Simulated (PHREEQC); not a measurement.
## Spent oxide etchant: an equilibrium model

Solution (55 °C): 2.5 mmol/kgw HF, 12 mmol/kgw (NH4)2SiF6, 1.2 mmol/kgw HBF4 and 8.5 mmol/kgw HCl. Closed to the air; pH follows from the charge balance.

The numbers come from PHREEQC with the ion-association model, wateq4f.dat.

This is a speciation only: nothing precipitates in the calculation.

### Question
Estimate the pH.

### Answer
pH 2.17.

### Question
In which forms is B present?

### Answer
BF4- 73 %, H3BO3 19 %, BF3OH- 5.4 %, BF2(OH)2- 2.3 % of the B.

The solution is supersaturated, for example in Quartz (slow to form), Chalcedony (slow to form), so a real one may precipitate; this is no full list. Complexes and solids missing from the database can't appear. At this temperature some constants are extrapolated from 25 °C, and those without enthalpy data are left unchanged. SiF6-2 is the database's only silicon fluoride. Real BF4- forms and hydrolyses slowly; the run takes it at equilibrium.
